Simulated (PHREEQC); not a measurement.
A solution holds 0.0024 mol/kgw H2SO4, 4e-05 mol/kgw NiCl2 and 0.00026 mol/kgw MgCl2, at 20 °C. Closed to the air; pH follows from the charge balance.

All values are PHREEQC results (ion-association model, wateq4f.dat), not measurements.

No solid was allowed to form.

### Question
Estimate the pH, ionic strength.

### Answer
pH 2.40; ionic strength 0.00691 mol/kgw.

### Question
In which forms is Ni present?

### Answer
Ni+2 85 %, NiSO4 15 % of the Ni.
